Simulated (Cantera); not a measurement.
Input (Python, Cantera) and output of one run.

```python
import numpy as np
import cantera as ct

gas_names = """
    C CN CO CO2 C2 CCN CNC C2N2 C2O C3 C3O2 C4 C4N2 C5 Fe FeC5O5 FeO N NCO NO NO2 NO3 N2 N2O O O2 O3
""".split()
cond_names = """
    C(gr) Fe(a) Fe(c) Fe(d) Fe(L) FeC5O5(L) FeO(s) FeO(L) Fe2O3(s) Fe3O4(s)
""".split()


# ... load() reads the species with a 1 bar reference pressure and builds the phases ...
atoms = {
    'Fe2O3': {'Fe': 2, 'O': 3},
    'CO': {'C': 1, 'O': 1},
    'N2': {'N': 2},
}
top_T = {'C(gr)': 4500, 'Fe2O3(s)': 1830, 'Fe3O4(s)': 1870}  # K; cautious upper limits of use, not melting points


# ... equilibrate(T, P, feed) seeds the gas with the atoms and calls Mixture.equilibrate('TP', solver="vcs", rtol=1e-11, max_steps=5000) ...
results = []
feed = {'Fe2O3': 1, 'CO': 2.1, 'N2': 3.5}  # mol
for P in [10, 68, 460, 3200, 22000, 150000, 1000000]:
    for T in [1648, 1698, 1748, 1798, 1848, 1898, 1948, 1998, 2048, 2098, 2148, 2198]:
        mix = equilibrate(T, P, feed)
        results.append((T, P, feed, dict(zip(mix.species_names, mix.species_moles))))

for T, P, feed, n in results:
    print(f"{T:7g} {P:10.4g}  " + (" + ".join(c for c in cond_names if n.get(c, 0) > 1e-12) or "gas only"))
```

Output:

```
   1648         10  FeO(s)
   1698         10  FeO(L)
   1748         10  FeO(L)
   1798         10  FeO(L)
   1848         10  FeO(L)
   1898         10  FeO(L)
   1948         10  FeO(L)
   1998         10  FeO(L)
   2048         10  gas only
   2098         10  gas only
   2148         10  gas only
   2198         10  gas only
   1648         68  FeO(s)
   1698         68  FeO(L)
   1748         68  FeO(L)
   1798         68  FeO(L)
   1848         68  FeO(L)
   1898         68  FeO(L)
   1948         68  FeO(L)
   1998         68  FeO(L)
   2048         68  FeO(L)
   2098         68  FeO(L)
   2148         68  FeO(L)
   2198         68  gas only
   1648        460  FeO(s)
   1698        460  FeO(L)
   1748        460  FeO(L)
   1798        460  FeO(L)
   1848        460  FeO(L)
   1898        460  FeO(L)
   1948        460  FeO(L)
   1998        460  FeO(L)
   2048        460  FeO(L)
   2098        460  FeO(L)
   2148        460  FeO(L)
   2198        460  FeO(L)
   1648       3200  FeO(s)
   1698       3200  FeO(L)
   1748       3200  FeO(L)
   1798       3200  FeO(L)
   1848       3200  FeO(L)
   1898       3200  FeO(L)
   1948       3200  FeO(L)
   1998       3200  FeO(L)
   2048       3200  FeO(L)
   2098       3200  FeO(L)
   2148       3200  FeO(L)
   2198       3200  FeO(L)
   1648    2.2e+04  FeO(s)
   1698    2.2e+04  FeO(L)
   1748    2.2e+04  FeO(L)
   1798    2.2e+04  FeO(L)
   1848    2.2e+04  FeO(L)
   1898    2.2e+04  FeO(L)
   1948    2.2e+04  FeO(L)
   1998    2.2e+04  FeO(L)
   2048    2.2e+04  FeO(L)
   2098    2.2e+04  FeO(L)
   2148    2.2e+04  FeO(L)
   2198    2.2e+04  FeO(L)
   1648    1.5e+05  FeO(s)
   1698    1.5e+05  FeO(L)
   1748    1.5e+05  FeO(L)
   1798    1.5e+05  FeO(L)
   1848    1.5e+05  FeO(L)
   1898    1.5e+05  FeO(L)
   1948    1.5e+05  FeO(L)
   1998    1.5e+05  FeO(L)
   2048    1.5e+05  FeO(L)
   2098    1.5e+05  FeO(L)
   2148    1.5e+05  FeO(L)
   2198    1.5e+05  FeO(L)
   1648      1e+06  FeO(s)
   1698      1e+06  FeO(L)
   1748      1e+06  FeO(L)
   1798      1e+06  FeO(L)
   1848      1e+06  FeO(L)
   1898      1e+06  FeO(L)
   1948      1e+06  FeO(L)
   1998      1e+06  FeO(L)
   2048      1e+06  FeO(L)
   2098      1e+06  FeO(L)
   2148      1e+06  FeO(L)
   2198      1e+06  FeO(L)
```

Method: chemical equilibrium by Gibbs-energy minimisation in Cantera with the NASA 1993 tables (ideal gas, pure condensed phases). The tables' stoichiometric FeO is somewhat more stable than real wüstite, so its field is too wide. FeO: taken at fixed stoichiometry.
